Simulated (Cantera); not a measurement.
Feed: 1 mol HMDSO, 21 mol NO, equilibrated at 2000 K.

These are equilibrium values from Cantera (NASA tables, ideal gas, pure condensed phases), not measurements of a reactor. Candidate condensed phases: C, C6H6, C7H8, C8H18, H2O, Si, SiC, SiO2, Si2N2O, Si3N4; 151 gas species. The feed counts by its element totals alone. The tables hold silica as quartz up to 1696 K and as liquid above; real silica turns to tridymite and cristobalite and melts near 1996 K. Gases not in the tables: Si(OH)4. Rates play no part.

### Question
Which condensed phases are stable at each of these points (P (Pa)): 5, 21, 85, 350, 1400, 5900, 24000, 100000?

### Answer
```csv
P (Pa),condensed phases,Si condensed (%)
5,gas only,0.0
21,SiO2(l),35.1
85,SiO2(l),85.9
350,SiO2(l),96.8
1400,SiO2(l),99.2
5900,SiO2(l),99.8
24000,SiO2(l),100.0
100000,SiO2(l),100.0
```

At 5.00 Pa nothing is condensed. From 21.0 Pa to 100000 Pa the condensed part is SiO2(l).
